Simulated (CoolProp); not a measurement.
The fluoroketone C6F12O (FK-5-1-12) at 411.82 K and 0.564 MPa is throttled through a valve to 0.159 MPa with no heat exchange. Each further row changes one setting.

Computed with CoolProp (reference Helmholtz-energy equation of state, McLinden 2015).

```csv
case,temperature change (K),final density (kg/m³)
as stated,-4.8,15.5
outlet pressure 0.0477 MPa,-6.0,4.52
outlet pressure 0.207 MPa,-4.3,20.4
```
